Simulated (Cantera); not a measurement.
Dilute partial oxidation

An isothermal, constant-pressure homogeneous reactor starts with 2.70 % CH3OH, 0.570 % O2, 96.6 % N2, 0.164 % H2, at 1450 K and 1.60 bar.

Cantera simulation using GRI-Mech 3.0 (53 species, 325 reactions); the numbers are that mechanism's predictions, not measurements. GRI-Mech 3.0 was tuned for natural gas; its chemistry of methanol as a main component is partial and can be far from experiment.

```
t (s)      x CH3OH      x O2      x NO    x CH2O     x CO2
--------  --------  --------  --------  --------  --------
4.00e-6     0.0270   0.00570    <1e-12   4.00e-6   1.95e-7
1.53e-5     0.0270   0.00569  3.95e-12   2.87e-5   1.03e-6
5.87e-5     0.0268   0.00564  4.16e-11  0.000175   4.21e-6
0.000225    0.0242   0.00508  4.46e-10   0.00247   1.64e-5
0.000862   3.91e-5  0.000802   7.54e-9   9.38e-5  0.000364
0.00330    3.01e-9   7.19e-6   3.41e-8   6.64e-9  0.000744
0.0126    5.03e-10   1.42e-6   3.17e-8   1.54e-9  0.000835
0.0485    1.34e-10   3.88e-7   2.93e-8  9.60e-10  0.000903
0.186     7.56e-11   5.19e-8   2.56e-8  8.69e-10  0.000999
0.711     7.04e-11  7.63e-11   1.62e-8  8.61e-10   0.00126
2.73      6.58e-11    <1e-12   2.85e-9  8.56e-10   0.00177
10.4      6.29e-11    <1e-12  2.14e-11  8.52e-10   0.00202
40.0      6.02e-11    <1e-12  2.08e-11  8.48e-10   0.00202
```
x: mole fraction; the columns are a selection and need not sum to one.

Equilibrium at this temperature and pressure: CH3OH <1e-12, O2 <1e-12, NO 3.40e-10, CH2O 7.51e-10, CO2 0.00200 (gas phase only).
